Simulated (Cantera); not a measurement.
An isothermal, constant-pressure homogeneous reactor starts with 45.5 % C₂H₆, 54.5 % N₂, at 1000 K and 1.05 Torr.

Cantera simulation using GRI-Mech 3.0 (53 species, 325 reactions); the numbers are that mechanism's predictions, not measurements. GRI-Mech 3.0 stops at C3 and has no aromatics, soot or wall deposition, so with more carbon than oxygen in the feed, carbon stays in small species such as C2H2 where larger ones or solid carbon would form. Radical loss at walls, strong at low pressure, is not modelled.

x: mole fraction; the columns are a selection and need not sum to one.

```json
[
 {"t (s)": "7.00e-5", "x C₂H₆": "0.455", "x CH₂": "<1e-12", "x CH₃": "[?]", "x H₂": "<1e-12", "x C₂H": "<1e-12"},
 {"t (s)": "0.000229", "x C₂H₆": "0.455", "x CH₂": "<1e-12", "x CH₃": "[?]", "x H₂": "<1e-12", "x C₂H": "<1e-12"},
 {"t (s)": "0.000752", "x C₂H₆": "0.455", "x CH₂": "<1e-12", "x CH₃": "[?]", "x H₂": "8.89e-12", "x C₂H": "<1e-12"},
 {"t (s)": "0.00246", "x C₂H₆": "0.455", "x CH₂": "<1e-12", "x CH₃": "[?]", "x H₂": "3.53e-10", "x C₂H": "<1e-12"},
 {"t (s)": "0.00807", "x C₂H₆": "0.455", "x CH₂": "<1e-12", "x CH₃": "[?]", "x H₂": "1.27e-8", "x C₂H": "<1e-12"},
 {"t (s)": "0.0265", "x C₂H₆": "0.455", "x CH₂": "<1e-12", "x CH₃": "[?]", "x H₂": "3.85e-7", "x C₂H": "<1e-12"},
 {"t (s)": "0.0867", "x C₂H₆": "0.455", "x CH₂": "<1e-12", "x CH₃": "[?]", "x H₂": "8.74e-6", "x C₂H": "<1e-12"},
 {"t (s)": "0.284", "x C₂H₆": "0.454", "x CH₂": "<1e-12", "x CH₃": "[?]", "x H₂": "0.000132", "x C₂H": "<1e-12"},
 {"t (s)": "0.931", "x C₂H₆": "0.452", "x CH₂": "2.89e-12", "x CH₃": "[?]", "x H₂": "0.00147", "x C₂H": "<1e-12"},
 {"t (s)": "3.05", "x C₂H₆": "0.437", "x CH₂": "1.35e-11", "x CH₃": "1.19e-5", "x H₂": "0.0109", "x C₂H": "<1e-12"},
 {"t (s)": "10.0", "x C₂H₆": "0.385", "x CH₂": "1.34e-11", "x CH₃": "1.15e-5", "x H₂": "0.0444", "x C₂H": "<1e-12"}
]
```

Task: What belongs in the gaps?

Result: 
- 7.00e-5, x CH₃: 4.51e-9
- 0.000229, x CH₃: 1.47e-8
- 0.000752, x CH₃: 4.77e-8
- 0.00246, x CH₃: 1.51e-7
- 0.00807, x CH₃: 4.44e-7
- 0.0265, x CH₃: 1.05e-6
- 0.0867, x CH₃: 1.55e-6
- 0.284, x CH₃: 1.90e-6
- 0.931, x CH₃: 5.00e-6
